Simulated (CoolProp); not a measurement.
R11 at several states: density (kg/m³) from the reference equation and from simpler models built on Tc = 471.1 K, pc = 4408 kPa, ω = 0.189; each cubic takes its own stable root.

Values from CoolProp's reference Helmholtz-energy equation of state, Jacobsen 1992.

| T (K) | p (kPa) | phase | reference | Soave-Redlich-Kwong | Peng-Robinson |
|---|---|---|---|---|---|
| 486.3 | 241 | gas | 8.327 | 8.329 | 8.346 |
| 438.1 | 747 | gas | 30.51 | 30.51 | 30.74 |
| 336.6 | 500 | liquid | 1381 | 1297 | 1469 |
